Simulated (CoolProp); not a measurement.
A single-stage vapour-compression cycle with sulfur dioxide: evaporating at 230.15 K (dew point), condensing at 284.15 K (bubble point), superheat 10 K, subcooling 2 K, compressor efficiency 0.9, no pressure losses. Each further row changes one setting.

The numbers come from the reference Helmholtz-energy equation of state, Gao 2016 in CoolProp.

| case | cooling COP | pressure ratio | discharge temperature (K) | refrigerating effect (kJ/kg) | volumetric capacity (kJ/m³) |
|---|---|---|---|---|---|
| as stated | 2.99 | 13.3 | 425.7 | 353 | 205 |
| evaporating temperature 235.15 K | 3.46 | 9.84 | 408.0 | 355 | 274 |
| condensing temperature 279.15 K | 3.36 | 11.0 | 409.6 | 360 | 209 |
| subcooling 7 K | 3.05 | 13.3 | 425.7 | 360 | 209 |
| superheat 20 K | (withheld) | 13.3 | 440.9 | (withheld) | 200 |
| compressor efficiency 0.8 | 2.66 | 13.3 | (withheld) | 353 | 205 |

Problem. What belongs in the gaps?

Solution. 
- superheat 20 K, cooling COP: 2.93
- superheat 20 K, refrigerating effect (kJ/kg): 359
- compressor efficiency 0.8, discharge temperature (K): 446.5
